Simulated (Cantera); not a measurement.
What does this Cantera script print?

```python
import numpy as np
import cantera as ct

gas_names = """
    Fe2CL6 CL
""".split()
cond_names = """
    FeCL2(s) FeCL2(L)
""".split()


# ... load() reads the species with a 1 bar reference pressure and builds the phases ...
species = {s.name: s for s in load("nasa_gas.yaml", gas_names) + load("nasa_condensed.yaml", cond_names)}
# Each term lists the table entries of one substance; the one whose range holds T is used.
reactions = {
    'Fe2Cl6(g) = 2 FeCl2 + 2 Cl(g)':
        [(-1, ['Fe2CL6']), (2, ['FeCL2(s)', 'FeCL2(L)']), (2, ['CL'])],
}


def pick(names, T):
    return next(species[n] for n in names if species[n].thermo.min_temp <= T <= species[n].thermo.max_temp)


results = []
for label, terms in reactions.items():
    print(label)
    print("     T/K   dH/kJ  dS/(J/K)   dG/kJ   log10 K")
    for T in [475, 575, 675, 775, 875, 975, 1075, 1175, 1275]:
        used = [(nu, pick(names, T)) for nu, names in terms]
        dH = sum(nu * s.thermo.h(T) for nu, s in used) / 1e6
        dS = sum(nu * s.thermo.s(T) for nu, s in used) / 1e3
        dG = dH - T * dS / 1e3
        logK = -dG * 1e6 / (ct.gas_constant * T * np.log(10))
        results.append((label, T, dH, dS, dG, logK, [s.name for _, s in used]))
        print(f"{T:8g} {dH:8.1f} {dS:8.1f} {dG:8.1f} {logK:8.2f}")
```

Output:

```
Fe2Cl6(g) = 2 FeCl2 + 2 Cl(g)
     T/K   dH/kJ  dS/(J/K)   dG/kJ   log10 K
     475    217.8     41.2    198.3   -21.80
     575    220.8     46.9    193.9   -17.61
     675    224.0     52.1    188.9   -14.62
     775    227.4     56.8    183.5   -12.36
     875    230.9     61.0    177.6   -10.60
     975    321.3    156.2    169.0    -9.05
    1075    328.0    162.7    153.0    -7.44
    1175    334.6    168.6    136.5    -6.07
    1275    341.2    174.0    119.3    -4.89
```

Source: NASA polynomial tables (part measured, part estimated), evaluated in Cantera. Condensed species are held in their standard states even where they would react or evaporate.
